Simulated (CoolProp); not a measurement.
Vapour-liquid equilibrium of R134a (1) + R245fa (2) at 309.6 K; x and y are mole fractions of (1).

Computed with CoolProp (multi-fluid Helmholtz-energy mixture model, Tillner-Roth 1994 and Akasaka 2015; pair parameters Akasaka 2014).

| x | bubble pressure (MPa) | y at the bubble point | dew pressure at overall composition x (MPa) | liquid density (mol/L) |
|---|---|---|---|---|
| 0.05 | 0.2553 | 0.162 | 0.2319 | 9.838 |
| 0.125 | 0.3043 | 0.340 | 0.2471 | 9.968 |
| 0.2 | 0.3534 | 0.471 | 0.2645 | 10.10 |
| 0.275 | 0.4027 | 0.571 | 0.2844 | 10.22 |
| 0.35 | 0.4525 | 0.651 | 0.3075 | 10.35 |
| 0.425 | 0.5028 | 0.716 | 0.3345 | 10.47 |
| 0.5 | 0.5538 | 0.771 | 0.3665 | 10.59 |
| 0.575 | 0.6057 | 0.818 | 0.4050 | 10.71 |
| 0.65 | 0.6586 | 0.859 | 0.4520 | 10.83 |
| 0.725 | 0.7127 | 0.895 | 0.5105 | 10.95 |
| 0.8 | 0.7681 | 0.927 | 0.5849 | 11.07 |
| 0.875 | 0.8249 | 0.957 | 0.6818 | 11.18 |
| 0.95 | 0.8834 | 0.983 | 0.8113 | 11.30 |

No azeotrope shows between x = 0.05 and 0.95.

Pair parameters are fitted to limited data, so mixtures are less certain than the pure fluids.
